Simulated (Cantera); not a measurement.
Charge: 1 mol CO₂, 0.35 mol SO₂, 2.2 mol H₂, held at 1250 K and 0.000350 bar.

These are equilibrium values from Cantera (NASA tables, ideal gas, pure condensed phases), not measurements of a reactor. Candidate condensed phases: C, C₆H₆, C₇H₈, C₈H₁₈, H₂O, H₂SO₄, S; 123 gas species. Gases not in the tables: S₃ to S₇. The numbers say what is thermodynamically allowed, not how fast it happens.

Base state: H₂O 0.362, H₂ 0.277, CO 0.162, CO₂ 0.136, S₂ 0.0412, H₂S 0.0163, SO₂ 0.00435, SH 0.000526 (mole fractions); condensed: gas only.

Question: What changes in the equilibrium state with this change: SO₂ from 0.35 to 0.0035 mol?

Answer: 
```csv
species,before,after
H₂,0.277,0.450
H₂O,0.362,0.236
CO,0.162,0.234
S₂,0.0412,5.01e-5
H₂S,0.0163,0.000926
CO₂,0.136,0.0784
S₂O,4.38e-5,2.14e-8
SO₂,0.00435,2.44e-5
SO,0.000267,3.73e-6
S,1.36e-5,4.76e-7
```
